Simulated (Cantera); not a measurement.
Input: 1 mol SiC, 0.33 mol O₂, 1.2 mol N₂, at 75.0 Torr.

These are equilibrium values from Cantera (NASA tables, ideal gas, pure condensed phases), not measurements of a reactor. Candidate condensed phases: C, Si, SiC, SiO₂, Si₂N₂O, Si₃N₄; 34 gas species. Mutual solubility and eutectic melting of coexisting phases are not modelled. The numbers say what is thermodynamically allowed, not how fast it happens.

**Question.** Which condensed phases are stable at each of these points (T (°C)): 1300, 1375, 1450, 1525, 1600, 1675, 1750, 1825?

**Answer.** 
| T (°C) | condensed phases | Si condensed (%) |
|---|---|---|
| 1300 | C(graphite) + Si₂N₂O(s) | 100.0 |
| 1375 | C(graphite) + Si₂N₂O(s) | 100.0 |
| 1450 | SiC(s) + Si₂N₂O(s) | 99.8 |
| 1525 | SiC(s) + Si₂N₂O(s) | 98.9 |
| 1600 | SiC(s) + Si₂N₂O(s) | 95.5 |
| 1675 | SiC(s) + Si₂N₂O(s) | 82.8 |
| 1750 | SiC(s) | 67.0 |
| 1825 | SiC(s) | 66.9 |

From 1300 °C to 1375 °C the condensed part is C(graphite) + Si₂N₂O(s). From 1450 °C to 1675 °C the condensed part is SiC(s) + Si₂N₂O(s). From 1750 °C to 1825 °C the condensed part is SiC(s).
